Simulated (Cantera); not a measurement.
Input: 1 mol CuO, 1.6 mol C, 2.2 mol CO, 3.7 mol CH4, equilibrated at 1352 °C and 9.00 Torr.

Cantera equilibrium calculation (NASA polynomials, part measured and part estimated; ideal gas, pure solids and liquids). Candidate condensed phases: C, C6H6, C7H8, C8H18, Cu, CuO, Cu(OH)2, Cu2O, H2O; 113 gas species. Equilibrium is a limit: real reactors are often held back by kinetics, nucleation or transport.

**Question.** What is the equilibrium state?

**Answer.** 
```
Quantity                Result
-------------------  ---------
x(H2)                    0.694
x(CO)                    0.300
x(Cu)                  0.00476
x(H)                  0.000537
x(C2H2 (acetylene))    2.47e-5
x(CH4)                 8.51e-6
x(Cu2)                 3.91e-6
x(H2O)                 1.87e-6
n(C(graphite))        4.30 mol
n(Cu(l))             0.949 mol
gas amount           10.65 mol
```
